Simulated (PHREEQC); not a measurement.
Consider water at 25 °C with 0.0034 mol HF, 0.002 mol H2SiF6 and 0.00017 mol H3BO3 per kg of water. Closed to the air; pH follows from the charge balance.

Computed with PHREEQC (ion-association model, phreeqc.dat).

Each row changes one thing in this solution. No solid was allowed to form.

| case | pH | ionic strength (mol/kgw) | HF (mol/kgw) | SiF6-2 (mol/kgw) | F- (mol/kgw) | H4SiO4 (mol/kgw) | SI of Quartz (SiO2) |
|---|---|---|---|---|---|---|---|
| as made | 2.39 | 0.00627 | 0.00326 | 0.00186 | 0.000580 | 0.000138 | +0.12 |
| 0.0037 mol/kgw KOH added | 2.87 | 0.00707 | 0.00237 | 0.00190 | 0.00128 | 0.000103 | -0.01 |
| H3BO3 replaced by HBF4 at the same molality | 2.38 | 0.00647 | [?] | 0.00191 | 0.000615 | [?] | -0.07 |
| temperature from 25 to 85 °C | 2.66 | [?] | 0.0105 | 0.000562 | 0.00105 | 0.00144 | [?] |
| H2SiF6 from 0.002 to 0.0004 mol/kgw | 2.77 | 0.00214 | 0.00234 | 0.000362 | 0.000970 | 3.83e-5 | -0.44 |
| H3BO3 left out | 2.39 | 0.00630 | 0.00342 | 0.00189 | 0.000608 | 0.000107 | +0.01 |
| HF from 0.0034 to 0.0051 mol/kgw | 2.36 | 0.00671 | 0.00413 | 0.00196 | 0.000687 | 4.00e-5 | -0.42 |

### Question
Complete the blanks.

### Answer

- H3BO3 replaced by HBF4 at the same molality, HF (mol/kgw): 0.00356
- H3BO3 replaced by HBF4 at the same molality, H4SiO4 (mol/kgw): 8.88e-5
- temperature from 25 to 85 °C, ionic strength (mol/kgw): 0.00288
- temperature from 25 to 85 °C, SI of Quartz (SiO2): +0.40

Complexes and solids missing from the database can't appear. Some of these states are supersaturated (in Quartz (slow to form), Chalcedony (slow to form), for instance). Away from 25 °C the constants follow the database's enthalpies or fits; those with neither stay at their 25 °C values. SiF6-2 is the database's only silicon fluoride. Real BF4- forms and hydrolyses slowly; the run takes it at equilibrium.
